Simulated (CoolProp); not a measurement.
Saturation properties of ammonia (Tc = 405.6 K, pc = 11360 kPa, ω = 0.256).

Computed with CoolProp (reference Helmholtz-energy equation of state, Gao 2020).

| T (K) | p (kPa) | vapour density (kg/m³) | liquid conductivity (mW/(m K)) |
|---|---|---|---|
| 258 | 234.6 | 1.954 | 606 |
| 263 | 288.9 | 2.377 | 591 |
| 268 | 352.6 | 2.869 | 575 |
| 273 | 426.8 | 3.438 | 560 |
| 278 | 512.8 | 4.092 | 545 |
| 283 | 611.6 | 4.842 | 530 |
| 288 | 724.6 | 5.696 | 515 |
| 293 | 852.9 | 6.667 | 501 |
| 298 | 998.1 | 7.766 | 486 |
| 303 | 1161 | 9.006 | 472 |

It boils at 239.8 K under 1 atm.

Thermal conductivity comes from a separate model (Tufeu 1984).
